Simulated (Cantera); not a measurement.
What does this Cantera script print?

```python
import numpy as np
import cantera as ct

gas = ct.Solution("gri30.yaml")
gas.TPX = 1925, 5100, {'C3H8': 1, 'H2': 29}
reactor = ct.IdealGasConstPressureReactor(gas, energy="off", clone=False)
net = ct.ReactorNet([reactor])
net.rtol, net.atol = 1e-08, 1e-18
show = ['C3H8', 'H2', 'C2H2', 'CH3', 'H']
times = np.geomspace(6e-05, 3, 10)

steps = ct.SolutionArray(gas, extra=["t"])
rows = []
print(f"{'t/s':>10s}{'T/K':>9s}{'P/Pa':>11s}" + "".join(f"{s:>11s}" for s in show))
for t in times:
    while net.time < t:
        t_next = net.step()
        steps.append(gas.state, t=t_next)
    rows.append([np.interp(t, steps.t, y) for y in (steps.T, steps.P, *steps(*show).X.T)])
    print(f"{t:10.3e}{rows[-1][0]:9.1f}{rows[-1][1]:11.4g}" + "".join(f"{x:11.3e}" for x in rows[-1][2:]))
rate = np.gradient(steps.T, steps.t)
print("integrator steps:", len(steps.t))
if steps.T.max() > steps.T[0] + 200:
    print(f"time of steepest temperature rise: {steps.t[rate.argmax()]:.4e} s")
gas.TPX = 1925, 5100, {'C3H8': 1, 'H2': 29}
gas.equilibrate("TP")
print(f"equilibrium (TP): T = {gas.T:.1f} K  " + "  ".join(f"{s} {gas[s].X[0]:.3e}" for s in show))
```

It prints:

```
       t/s      T/K       P/Pa       C3H8         H2       C2H2        CH3          H
 6.000e-05   1925.0       5100  1.098e-05  9.186e-01  1.134e-02  8.769e-03  1.021e-02
 1.996e-04   1925.0       5100  1.421e-08  9.238e-01  2.243e-02  5.579e-03  6.745e-03
 6.643e-04   1925.0       5100  6.723e-09  9.278e-01  2.641e-02  3.806e-03  4.892e-03
 2.210e-03   1925.0       5100  2.537e-09  9.322e-01  2.929e-02  2.448e-03  3.581e-03
 7.355e-03   1925.0       5100  8.905e-10  9.372e-01  3.333e-02  1.668e-03  3.228e-03
 2.447e-02   1925.0       5100  1.570e-10  9.435e-01  3.890e-02  9.591e-04  3.483e-03
 8.143e-02   1925.0       5100  7.883e-12  9.481e-01  4.311e-02  3.661e-04  3.867e-03
 2.710e-01   1925.0       5100  2.179e-13  9.498e-01  4.470e-02  1.094e-04  4.097e-03
 9.016e-01   1925.0       5100  1.391e-14  9.502e-01  4.513e-02  3.556e-05  4.151e-03
 3.000e+00   1925.0       5100  5.919e-15  9.503e-01  4.521e-02  2.160e-05  4.157e-03
integrator steps: 1319
equilibrium (TP): T = 1925.0 K  C3H8 5.761e-15  H2 9.503e-01  C2H2 4.521e-02  CH3 2.122e-05  H 4.157e-03
```

Cantera simulation using GRI-Mech 3.0 (53 species, 325 reactions); the numbers are that mechanism's predictions, not measurements. GRI-Mech 3.0 was tuned for natural gas; its chemistry of propane as a main component is partial and can be far from experiment. GRI-Mech 3.0 stops at C3 and has no aromatics, soot or wall deposition, so with more carbon than oxygen in the feed, carbon stays in small species such as C2H2 where larger ones or solid carbon would form.
